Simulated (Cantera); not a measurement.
An adiabatic, constant-volume homogeneous reactor starts with CH4 : H2 : O2 : N2 : CO2 = 1 : 0.16 : 4.24 : 24.2 : 0.25 (molar parts), at 1225 K and 4.93 atm.

Detailed kinetics in Cantera: GRI-Mech 3.0 (53 species, 325 reactions).

### Question
Predict: time of steepest temperature rise; temperature at 4.00 s; equilibrium temperature; x(H2) at 4.00 s; x(O2) at 4.00 s; x(H2O2) at 4.00 s; x(NO2) at 4.00 s.

### Answer
```
Property                                                            Result
---------------------------------  ---------------------------------------
time of steepest temperature rise                                  1.97 ms
temperature at 4.00 s                                               2164 K
equilibrium temperature                                             2164 K
x(H2) at 4.00 s                    8.38e-5 (gas-phase equilibrium 8.38e-5)
x(O2) at 4.00 s                      0.0688 (gas-phase equilibrium 0.0688)
x(H2O2) at 4.00 s                  1.71e-7 (gas-phase equilibrium 1.71e-7)
x(NO2) at 4.00 s                   1.54e-5 (gas-phase equilibrium 1.54e-5)
```
